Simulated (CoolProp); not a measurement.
Ethanol along the isotherm 620 K: fugacity coefficient from the reference equation and from simpler models built on Tc = 514.7 K, pc = 6.268 MPa, ω = 0.644; each cubic takes its own stable root.

Model: reference Helmholtz-energy equation of state, Schroeder 2014, in CoolProp.

| p (MPa) | phase | reference | van der Waals | Redlich-Kwong | Soave-Redlich-Kwong |
|---|---|---|---|---|---|
| 3.92 | gas | 0.9253 | 0.8850 | 0.8818 | 0.9124 |
| 7.83 | supercritical | 0.8520 | 0.7730 | 0.7732 | 0.8340 |
| 11.8 | supercritical | 0.7774 | 0.6646 | 0.6751 | 0.7651 |
| 15.7 | supercritical | 0.7065 | 0.5846 | 0.5987 | 0.7101 |
| 19.6 | supercritical | 0.6454 | 0.5340 | 0.5446 | 0.6681 |
| 23.5 | supercritical | 0.5984 | 0.5020 | 0.5071 | 0.6374 |
| 27.4 | supercritical | 0.5632 | 0.4820 | 0.4809 | 0.6156 |
| 31.3 | supercritical | 0.5370 | 0.4700 | 0.4624 | 0.6006 |
| 35.3 | supercritical | 0.5170 | 0.4639 | 0.4493 | 0.5907 |
| 39.2 | supercritical | 0.5025 | 0.4623 | 0.4407 | 0.5853 |
| 43.1 | supercritical | 0.4919 | 0.4643 | 0.4353 | 0.5832 |
| 47 | supercritical | 0.4844 | 0.4692 | 0.4325 | 0.5839 |
| 50.9 | supercritical | 0.4793 | 0.4766 | 0.4319 | 0.5869 |
| 54.8 | supercritical | 0.4764 | 0.4863 | 0.4330 | 0.5920 |
| 58.8 | supercritical | 0.4752 | 0.4984 | 0.4357 | 0.5991 |
| 62.7 | supercritical | 0.4755 | 0.5121 | 0.4398 | 0.6077 |
